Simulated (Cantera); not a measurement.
**Ignition delay**

Mixture: CH4 : O2 : N2 : H2O = 1 : 1.43 : 5.37 : 0.6 (molar parts), equivalence ratio 1.4, at 1900000 Pa, adiabatic and at constant pressure. Ignition delay is the time to a rise of 400 K.

Computed with Cantera and GRI-Mech 3.0 (53 species, 325 reactions). The pressure lies above the range GRI-Mech 3.0 was tuned for (to about 10 atm).

| T0 (K) | delay (ms) |
|---|---|
| 1298 | 0.925 |
| 1348 | 0.561 |
| 1398 | 0.347 |
| 1448 | 0.218 |
| 1498 | 0.139 |
| 1548 | 0.0890 |
| 1598 | 0.0576 |
| 1648 | 0.0377 |
| 1698 | 0.0249 |

The apparent activation energy between 1598 and 1698 K is 190 kJ/mol.
